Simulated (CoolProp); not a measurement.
Octamethylcyclotetrasiloxane (D4) along the isotherm 543.4 K: Z from the reference equation and from simpler models built on Tc = 586.5 K, pc = 1.347 MPa, ω = 0.598; each cubic takes its own stable root.

Computed with CoolProp (reference Helmholtz-energy equation of state, Thol 2015).

```csv
p (MPa),phase,reference
0.00639,gas,0.9978
0.0145,gas,0.9949
0.0331,gas,0.9884
0.0753,gas,0.9732
0.171,gas,0.9374
0.39,gas,0.8454
0.888,liquid,0.09662
2.02,liquid,0.2113
```

Question: How far does each simpler model (Redlich-Kwong, Soave-Redlich-Kwong) lie from the reference over these 8 states: mean and median of the absolute difference, and the worst?

Answer: 
- Redlich-Kwong: mean 7.2 %, median 0.5 %, worst +33.0 % at 543.4 K and 0.888 MPa
- Soave-Redlich-Kwong: mean 4.0 %, median 0.1 %, worst +17.9 % at 543.4 K and 0.888 MPa
